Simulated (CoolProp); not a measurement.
The numbers come from the reference Helmholtz-energy equation of state, Setzmann 1991 in CoolProp.

Give the vapour pressure (MPa), vapour density (kg/m³), vapour viscosity (µPa s) of saturated methane at -117.45, -114.15, -97.85 °C.


```csv
T (°C),p (MPa),vapour density (kg/m³),vapour viscosity (µPa s)
-117.45,1.33,21.1,6.21
-114.15,1.53,24.3,6.41
-97.85,2.81,49.2,7.92
```

Viscosity comes from a separate model (Quiñones-Cisneros 2006).
